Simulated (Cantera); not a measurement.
An isothermal, constant-pressure homogeneous reactor starts with 9.00 % H2, 90.0 % O2, 0.990 % H2O, at 1350 K and 1.28 Torr.

Model: the H2/O2 subset of GRI-Mech 3.0, which has no nitrogen chemistry, integrated in Cantera. Radical loss at walls, strong at low pressure, is not modelled. The temperature is held fixed by assumption; the heat of reaction is taken as removed at once.

x: mole fraction; the columns are a selection and need not sum to one.

```csv
t (s),x H2,x O2,x H,x OH,x H2O2
8.00e-6,0.0900,0.900,9.24e-10,2.01e-11,<1e-12
3.12e-5,0.0900,0.900,[?],2.72e-10,<1e-12
0.000122,0.0900,0.900,[?],[?],2.68e-12
0.000476,0.0900,0.900,4.22e-8,3.36e-8,4.04e-11
0.00186,0.0900,0.900,8.42e-7,9.31e-7,5.94e-10
0.00725,0.0423,0.866,0.0137,0.0116,2.55e-8
0.0283,0.00270,0.831,0.0178,0.00898,1.62e-8
0.110,0.00262,0.834,0.0168,0.00885,1.63e-8
0.431,0.00231,0.842,0.0136,0.00836,1.64e-8
1.68,0.00143,0.864,0.00616,0.00665,1.58e-8
6.56,0.000333,0.888,0.000655,0.00326,1.02e-8
25.6,3.26e-5,0.894,1.98e-5,0.00102,3.35e-9
100,3.46e-6,0.895,6.80e-7,0.000334,8.62e-10
```

### Question
Fill in the missing entries.

### Answer

- 3.12e-5, x H: 3.42e-9
- 0.000122, x H: 1.15e-8
- 0.000122, x OH: 3.34e-9
